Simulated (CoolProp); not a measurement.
Values from CoolProp's reference Helmholtz-energy equation of state, Guder 2009.

For sulfur hexafluoride, give the phase and the cv (kJ/(kg K)), conductivity (mW/(m K)) at 51.15 °C and 0.00594 MPa; 51.15 °C and 0.0113 MPa.


- 51.15 °C and 0.00594 MPa: gas; cv 0.648, conductivity 14.9
- 51.15 °C and 0.0113 MPa: gas; cv 0.648, conductivity 14.9

Thermal conductivity comes from a separate model (Assael 2012).
